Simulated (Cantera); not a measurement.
An isothermal, constant-pressure homogeneous reactor starts with H2 : O2 : N2 = 0.51 : 1 : 2.6 (molar parts), at 1275 K and 0.829 atm.

Detailed kinetics in Cantera: the H2/O2 subset of GRI-Mech 3.0, which has no nitrogen chemistry. The temperature is held fixed by assumption; the heat of reaction is taken as removed at once.

x: mole fraction; the columns are a selection and need not sum to one.

| t (s) | x H2 | x O2 | x OH | x H | x H2O2 | x H2O | x HO2 |
|---|---|---|---|---|---|---|---|
| 3.00e-5 | 0.108 | 0.235 | 0.00187 | (withheld) | 1.56e-6 | 0.0115 | 7.08e-5 |
| 0.000214 | 0.000267 | 0.193 | 0.000599 | (withheld) | 1.93e-6 | 0.132 | 2.22e-5 |
| 0.00152 | 4.73e-6 | 0.193 | 0.000108 | (withheld) | 1.87e-7 | 0.132 | 9.68e-7 |
| 0.0109 | 2.01e-7 | 0.193 | 3.14e-5 | (withheld) | 2.28e-8 | 0.132 | 8.71e-8 |
| 0.0775 | 2.78e-8 | 0.193 | 1.20e-5 | 2.09e-10 | 3.85e-9 | 0.132 | 3.03e-8 |
| 0.552 | 1.82e-8 | 0.193 | 9.22e-6 | 1.09e-10 | 2.41e-9 | 0.132 | 3.04e-8 |
| 3.94 | 1.82e-8 | 0.193 | 9.22e-6 | 1.09e-10 | 2.40e-9 | 0.132 | 3.04e-8 |
| 28.1 | 1.82e-8 | 0.193 | 9.22e-6 | 1.09e-10 | 2.40e-9 | 0.132 | 3.04e-8 |
| 200 | 1.82e-8 | 0.193 | 9.22e-6 | 1.09e-10 | 2.40e-9 | 0.132 | 3.04e-8 |

Q: What belongs in the gaps?

A: 
- 3.00e-5, x H: 0.00675
- 0.000214, x H: 3.06e-5
- 0.00152, x H: 1.48e-7
- 0.0109, x H: 3.41e-9
